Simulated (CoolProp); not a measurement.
Ammonia along the isotherm 294.1 K: Z from the reference equation and from simpler models built on Tc = 405.6 K, pc = 113.6 bar, ω = 0.256; each cubic takes its own stable root.

The numbers come from the reference Helmholtz-energy equation of state, Gao 2020 in CoolProp.

```tsv
p (bar)	phase	reference	van der Waals	Soave-Redlich-Kwong	Peng-Robinson
3.16	gas	0.9644	0.9822	0.9739	0.9725
7.2	gas	0.9142	0.9585	0.9387	0.9356
16.4	liquid	0.01873	0.8998	0.02368	0.02090
37.3	liquid	0.04248	0.08074	0.05365	0.04738
84.8	liquid	0.09594	0.1799	0.1210	0.1070
193	liquid	0.2154	0.3960	0.2709	0.2400
439	liquid	0.4773	0.8578	0.5982	0.5319
1000	liquid	1.040	1.841	1.303	1.164
```

At some of these states van der Waals gives the other phase, because its saturation line lies elsewhere.
